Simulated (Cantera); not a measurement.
Charge: 1 mol MgSO4, 1.5 mol C, 2.5 mol O2, held at 1225 °C and 100 Torr.

Method: chemical equilibrium by Gibbs-energy minimisation in Cantera with the NASA 1993 tables (ideal gas, pure condensed phases). Candidate condensed phases: C, Mg, MgCO3, MgO, MgS, MgSO4, S; 26 gas species. Rates play no part.

Base state: CO2 0.375, O2 0.374, SO2 0.248, SO3 0.00209 (mole fractions); condensed: MgO(s).

Q: What changes in the equilibrium state with this change: C from 1.5 to 0.27 mol?

A: 
| species | before | after |
|---|---|---|
| O2 | 0.374 | 0.682 |
| SO2 | 0.248 | 0.248 |
| CO2 | 0.375 | 0.0676 |
| SO3 | 0.00209 | 0.00282 |
| MgO(s), mol | 1.00 | 1.00 |
